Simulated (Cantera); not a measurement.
Cantera run, input and output.

```python
import numpy as np
import cantera as ct

gas = ct.Solution("gri30.yaml")
gas.TPX = 850, 100000, {'H2': 1.1, 'O2': 1, 'N2': 15}
reactor = ct.IdealGasConstPressureReactor(gas, energy="off", clone=False)
net = ct.ReactorNet([reactor])
net.rtol, net.atol = 1e-08, 1e-18
show = ['H2', 'O2', 'NO2', 'NO', 'H2O', 'N2O']
times = np.geomspace(5e-05, 6, 15)

steps = ct.SolutionArray(gas, extra=["t"])
rows = []
print(f"{'t/s':>10s}{'T/K':>9s}{'P/Pa':>11s}" + "".join(f"{s:>11s}" for s in show))
for t in times:
    while net.time < t:
        t_next = net.step()
        steps.append(gas.state, t=t_next)
    rows.append([np.interp(t, steps.t, y) for y in (steps.T, steps.P, *steps(*show).X.T)])
    print(f"{t:10.3e}{rows[-1][0]:9.1f}{rows[-1][1]:11.4g}" + "".join(f"{x:11.3e}" for x in rows[-1][2:]))
rate = np.gradient(steps.T, steps.t)
print("integrator steps:", len(steps.t))
if steps.T.max() > steps.T[0] + 200:
    print(f"time of steepest temperature rise: {steps.t[rate.argmax()]:.4e} s")
gas.TPX = 850, 100000, {'H2': 1.1, 'O2': 1, 'N2': 15}
gas.equilibrate("TP")
print(f"equilibrium (TP): T = {gas.T:.1f} K  " + "  ".join(f"{s} {gas[s].X[0]:.3e}" for s in show))
```

It prints:

```
       t/s      T/K       P/Pa         H2         O2        NO2         NO        H2O        N2O
 5.000e-05    850.0      1e+05  6.433e-02  5.848e-02  1.887e-37  2.189e-28  1.890e-13  3.936e-20
 1.153e-04    850.0      1e+05  6.433e-02  5.848e-02  6.987e-36  1.160e-27  6.780e-13  1.602e-19
 2.658e-04    850.0      1e+05  6.433e-02  5.848e-02  1.573e-34  3.994e-27  1.912e-12  4.749e-19
 6.129e-04    850.0      1e+05  6.433e-02  5.848e-02  2.551e-33  1.085e-26  4.783e-12  1.224e-18
 1.413e-03    850.0      1e+05  6.433e-02  5.848e-02  3.534e-32  2.692e-26  1.146e-11  3.049e-18
 3.258e-03    850.0      1e+05  6.433e-02  5.848e-02  4.795e-31  6.517e-26  2.714e-11  7.798e-18
 7.512e-03    850.0      1e+05  6.433e-02  5.848e-02  6.212e-30  1.599e-25  6.489e-11  2.158e-17
 1.732e-02    850.0      1e+05  6.433e-02  5.848e-02  8.289e-29  4.161e-25  1.611e-10  6.850e-17
 3.994e-02    850.0      1e+05  6.433e-02  5.848e-02  1.303e-27  1.260e-24  4.422e-10  2.620e-16
 9.208e-02    850.0      1e+05  6.433e-02  5.848e-02  2.705e-26  5.331e-24  1.524e-09  1.204e-15
 2.123e-01    850.0      1e+05  6.433e-02  5.848e-02  1.253e-24  4.698e-23  8.236e-09  7.011e-15
 4.895e-01    850.0      1e+05  6.433e-02  5.848e-02  3.795e-22  1.699e-21  9.260e-08  6.697e-14
 1.129e+00    850.0      1e+05  6.432e-02  5.848e-02  5.427e-19  1.338e-19  3.068e-06  1.250e-12
 2.602e+00    850.0      1e+05  6.417e-02  5.839e-02  2.544e-16  1.523e-17  1.270e-04  2.016e-11
 6.000e+00    850.0      1e+05  6.049e-02  5.649e-02  4.856e-14  4.904e-15  3.727e-03  3.033e-10
integrator steps: 402
equilibrium (TP): T = 850.0 K  H2 1.862e-13  O2 2.719e-02  NO2 1.154e-07  NO 1.745e-06  H2O 6.647e-02  N2O 1.853e-10
```

Computed with Cantera and GRI-Mech 3.0 (53 species, 325 reactions). Below about 950 K walls govern HO2 and H2O2 in real vessels. The temperature is held fixed by assumption; the heat of reaction is taken as removed at once.
